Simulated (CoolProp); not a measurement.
Vapour-liquid equilibrium of R134a (1) + R236FA (2) at 268.6 K; x and y are mole fractions of (1).

Values from CoolProp's multi-fluid Helmholtz-energy mixture model, Tillner-Roth 1994 and Pan 2012; pair parameters Bell 2016.

```tsv
x	bubble pressure (MPa)	y at the bubble point	dew pressure at overall composition x (MPa)	liquid density (mol/L)
0.05	0.09660	0.121	0.09203	9.702
0.15	0.1117	0.315	0.09862	9.966
0.25	0.1270	0.464	0.1062	10.24
0.35	0.1424	0.582	0.1150	10.54
0.45	0.1580	0.679	0.1254	10.84
0.55	0.1738	0.760	0.1379	11.16
0.65	0.1898	0.828	0.1530	11.50
0.75	0.2060	0.886	0.1717	11.86
0.85	0.2225	0.937	0.1956	12.23
0.95	0.2391	0.980	0.2274	12.63
```

No azeotrope shows between x = 0.05 and 0.95.

The pair parameters rest on a limited set of measurements; away from them the model extrapolates.
